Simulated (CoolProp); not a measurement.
Values from CoolProp's reference Helmholtz-energy equation of state, Thol 2014.

### Question
Give the vapour pressure (MPa), enthalpy of vaporisation (kJ/kg), surface tension (mN/m) of saturated chloromethane (R40) at 281.9, 329.4, 357.9 K.

### Answer
| T (K) | p (MPa) | enthalpy of vaporisation (kJ/kg) | surface tension (mN/m) |
|---|---|---|---|
| 281.9 | 0.349 | 393 | 18.0 |
| 329.4 | 1.31 | 332 | 10.6 |
| 357.9 | 2.42 | 283 | 6.52 |

Surface tension comes from a separate correlation (Mulero 2014).
